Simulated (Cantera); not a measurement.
**Fluorocarbon and chlorocarbon gases: CH2F2 + F2**

Charge: 1 mol CH2F2, 2 mol F2, at 413 Torr.

Equilibrium computed with Cantera from the NASA thermochemical tables; the gas is ideal and each condensed phase is pure. Candidate condensed phases: C, C6H6, C7H8, C8H18; 95 gas species. Gases not in the tables: C2F6 and larger saturated fluorocarbons. Rates play no part.

| T (K) | x HF | x CF4 | x F | x CF2 | x CF3 |
|---|---|---|---|---|---|
| 1523 | 0.667 | 0.333 | 1.34e-5 | 3.09e-6 | 5.41e-6 |
| 1623 | 0.667 | 0.333 | 5.39e-5 | 1.61e-5 | 1.89e-5 |
| 1723 | 0.667 | 0.333 | 0.000190 | 6.53e-5 | 5.52e-5 |
| 1823 | 0.666 | 0.333 | 0.000590 | 0.000221 | 0.000142 |
| 1923 | 0.666 | 0.332 | 0.00164 | 0.000651 | 0.000328 |
| 2023 | 0.664 | 0.330 | 0.00411 | 0.00171 | 0.000692 |
| 2123 | 0.660 | 0.325 | 0.00947 | 0.00405 | 0.00135 |
| 2223 | 0.653 | 0.315 | 0.0201 | 0.00881 | 0.00245 |
| 2323 | 0.640 | 0.298 | 0.0397 | 0.0177 | 0.00414 |
| 2423 | 0.618 | 0.269 | 0.0728 | 0.0330 | 0.00647 |
| 2523 | 0.584 | 0.226 | 0.124 | 0.0568 | 0.00922 |
x: gas mole fraction; nothing condenses.

From 1523 K to 2523 K nothing is condensed. The main C-bearing gas is CF4 throughout.
